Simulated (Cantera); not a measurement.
**Thermodynamics of metals in furnace atmospheres, feed Al + NH3 + H2**

Feed: 1 mol Al, 0.74 mol NH3, 3.3 mol H2, equilibrated at 1452 °C.

Method: chemical equilibrium by Gibbs-energy minimisation in Cantera with the NASA 1993 tables (ideal gas, pure condensed phases). Candidate condensed phases: Al, AlN; 13 gas species. Mutual solubility and eutectic melting of coexisting phases are not modelled. Kinetics and transport are ignored.

```tsv
P (Pa)	x H2	x Al	x N2	x H	x AlH	x Al2	n AlN(s)	n Al(l)
10	0.749	0.171	0.0635	0.0161	0.000832	4.69e-6	0	0
61	0.929	0.0598	0.00280	0.00725	0.000801	3.50e-6	0.714	0
370	0.941	0.0538	1.55e-5	0.00296	0.00179	1.72e-5	0.740	0
2200	0.983	0.0149	9.67e-7	0.00124	0.00123	7.80e-6	0.740	0.188
13000	0.996	0.00252	1.64e-7	0.000514	0.000509	1.32e-6	0.740	0.247
82000	0.999	0.000399	2.59e-8	0.000205	0.000203	2.09e-7	0.740	0.257
500000	1.000	6.54e-5	4.25e-9	8.30e-5	8.23e-5	3.43e-8	0.740	0.259
3000000	1.000	1.09e-5	7.09e-10	3.39e-5	3.36e-5	5.72e-9	0.740	0.260
```
x: gas mole fraction; n: condensed amount in mol.

At 0.0750 Torr nothing is condensed. From 0.458 Torr to 2.78 Torr the condensed part is AlN(s). From 16.5 Torr to 22500 Torr the condensed part is Al(l) + AlN(s). The main Al-bearing gas is Al at 0.0750 Torr and AlH at 22500 Torr. The share of Al in condensed phases is highest at 22500 Torr (100.0 %) and lowest at 0.0750 Torr (0.0 %).
